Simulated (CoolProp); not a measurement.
A simple Rankine cycle with water: condensing at 288.15 K, boiler at 0.0247 MPa, turbine inlet 339.9 K, turbine efficiency 0.85, pump efficiency 0.8, no recuperator. Each further row changes one setting.

Model: reference Helmholtz-energy equation of state, Wagner 2002, in CoolProp.

```tsv
case	thermal efficiency (%)	net work (kJ/kg)	heat in (kJ/kg)	turbine exit temperature (K)	volume ratio over the turbine
as stated	12.0	308	2560	288.1	11.3
turbine inlet 359.9 K	12.1	313	2600	288.1	10.8
condensing temperature 280.15 K	13.9	360	2590	280.2	18.3
boiler pressure 0.0173 MPa	10.5	268	2560	288.1	8.02
turbine efficiency 0.75	10.6	271	2560	288.1	11.4
```

The expansion ends wet for: as stated; turbine inlet 359.9 K; condensing temperature 280.15 K; boiler pressure 0.0173 MPa; turbine efficiency 0.75.
